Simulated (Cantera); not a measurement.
# Thermodynamics of iron carbonyl, mercury and lead vapours, feed Pb + O2 + H2

Feed: 1 mol Pb, 0.019 mol O2, 0.36 mol H2, held at 0.133 bar.

These are equilibrium values from Cantera (NASA tables, ideal gas, pure condensed phases), not measurements of a reactor. Candidate condensed phases: H2O, Pb, PbO, PbO2, Pb3O4; 12 gas species. Kinetics and transport are ignored.

At 573 K the condensed part is Pb(s). From 623 K to 1023 K the condensed part is Pb(l).

```csv
T (K),x H2,x H2O,x Pb,x H,n Pb(s),n Pb(l)
573,0.894,0.106,6.25e-12,<1e-12,1.00,0
623,0.894,0.106,1.56e-10,<1e-12,0,1.00
673,0.894,0.106,2.30e-9,<1e-12,0,1.00
723,0.894,0.106,2.32e-8,<1e-12,0,1.00
773,0.894,0.106,1.73e-7,2.35e-12,0,1.00
823,0.894,0.106,1.01e-6,1.90e-11,0,1.00
873,0.894,0.106,4.77e-6,1.21e-10,0,1.000
923,0.894,0.106,1.90e-5,6.34e-10,0,1.000
973,0.894,0.106,6.56e-5,2.80e-9,0,1.000
1023,0.894,0.106,0.000200,1.07e-8,0,1.000
```
x: gas mole fraction; n: condensed amount in mol.
